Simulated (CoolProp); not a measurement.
Values from CoolProp's reference Helmholtz-energy equation of state, Zhou 2012.

Problem. For m-xylene, give the phase and the density (kg/m³), cv (kJ/(kg K)), Joule-Thomson coefficient (K/MPa), expansivity (1/kK) at 346.85 °C and 21.2 MPa.

Solution. 
- 346.85 °C and 21.2 MPa: supercritical; density 594, cv 2.23, Joule-Thomson coefficient 0.0539, expansivity 1.75
